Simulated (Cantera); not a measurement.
Input: 1 mol (CH3)2SiCl2, 0.29 mol C3H8, 340 mol H2, held at 1052 °C and 0.190 bar.

These are equilibrium values from Cantera (NASA tables, ideal gas, pure condensed phases), not measurements of a reactor. Candidate condensed phases: C, C6H6, C7H8, C8H18, Si, SiC; 109 gas species. The feed counts by its element totals alone. Equilibrium is a limit: real reactors are often held back by kinetics, nucleation or transport.

Base state: H2 0.993, HCl 0.00580, CH4 0.00126 (mole fractions); condensed: C(graphite) + SiC(s).

Q: What changes in the equilibrium state with this change: 0.94 mol Cl2 added?

A: 
| species | before | after |
|---|---|---|
| H2 | 0.993 | 0.988 |
| HCl | 0.00580 | 0.0112 |
| CH4 | 0.00126 | 0.00124 |
| C(graphite), mol | 1.44 | 1.44 |
| SiC(s), mol | 1.000 | 1.000 |
